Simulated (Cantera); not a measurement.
Cantera with NASA thermochemical tables; ideal gases at 1 bar, condensed phases pure. Values are per mole of reaction as written; species without (g) are pure solids or liquids, kept so even where they would boil at 1 bar. TaC: taken at fixed stoichiometry.

**Question.** Between 1098 and 1223 K, where is each reaction favourable under standard conditions?
- Ta2O5 + 5 N(g) + 2 C ⇌ 2 TaC + 5 NO(g)
- 2 TaC + 2 NO2(g) ⇌ 2 TaO2(g) + N2(g) + 2 C

**Answer.** 
- Ta2O5 + 5 N(g) + 2 C ⇌ 2 TaC + 5 NO(g): ΔG° is -359 kJ at 1098 K and -377 kJ at 1223 K; it stays negative (K > 1). ΔH° is -198 kJ and ΔS° 147 J/K at 1223 K.
- 2 TaC + 2 NO2(g) ⇌ 2 TaO2(g) + N2(g) + 2 C: ΔG° is -389 kJ at 1098 K and -411 kJ at 1223 K; it stays negative (K > 1). ΔH° is -199 kJ and ΔS° 173 J/K at 1223 K.
